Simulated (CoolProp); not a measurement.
Decamethylcyclopentasiloxane (D5) at 565.96 K and 5.44 MPa is throttled through a valve to 3.3 MPa with no heat exchange. Each further row changes one setting.

Values from CoolProp's reference Helmholtz-energy equation of state, Thol 2019.

```csv
case,temperature change (K),final density (kg/m³)
as stated,-0.2,658
outlet pressure 0.99 MPa,-1.0,623
outlet pressure 4.29 MPa,-0.0,669
```
